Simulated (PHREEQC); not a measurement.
**Copper plating or etch bath (model solution)**

Dissolve 1.3 mmol/kgw CuSO4, 2.8 mmol/kgw HNO3 and 11 mmol/kgw FeCl3 at 15 °C. It is in equilibrium with CO2 at log p = -3.5 (atm). Otherwise closed; pH follows from the charge balance.

All values are PHREEQC results (ion-association model, wateq4f.dat), not measurements.

The pH is 2.28, the ionic strength is 0.0591 mol/kgw and the total alkalinity comes out as -24.8 meq/kg.

| species | molality | activity | log γ |
|---|---|---|---|
| Cl- | 0.0313 | 0.0252 | -0.095 |
| H+ | 0.00618 | 0.00525 | -0.071 |
| Fe+3 | 0.00507 | 0.00116 | -0.640 |
| NO3- | 0.00280 | 0.00223 | -0.098 |
| FeOH+2 | 0.00173 | 0.000776 | -0.349 |
| FeCl+2 | 0.00142 | 0.000636 | -0.349 |
| Cu+2 | 0.00126 | 0.000589 | -0.330 |
| FeSO4+ | 0.00103 | 0.000843 | -0.087 |

No solid was allowed to form. Saturation is exceeded, for instance for Hematite (slow to form), Goethite (slow to form); the values hold only as long as no solid forms.
